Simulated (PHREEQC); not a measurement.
Consider water at 20 °C with 2.1 mmol/kgw NaOH, 1.6 mmol/kgw CO2 and 0.69 mmol/kgw Na2CO3. Closed to the air; pH follows from the charge balance.

Model: ion-association model, phreeqc.dat, run in PHREEQC.

```tsv
quantity	before	after
pH	10.21	11.40
ionic strength (mol/kgw)	0.00447	0.00421
HCO3- (mol/kgw)	0.00122	5.90e-5
NaHCO3 (mol/kgw)	2.10e-6	1.03e-7
CO2 (mol/kgw)	1.68e-7	5.29e-10
```

Problem. What was changed between the two runs?
(A) NaOH from 0.0021 to 0.00231 mol/kgw
(B) temperature from 20 to 40 °C
(C) CO2 from 0.0016 to 0.00016 mol/kgw
(D) CO2 left out
(E) Na2CO3 left out

Solution. C, CO2 from 0.0016 to 0.00016 mol/kgw

This is a speciation only: nothing precipitates in the calculation.
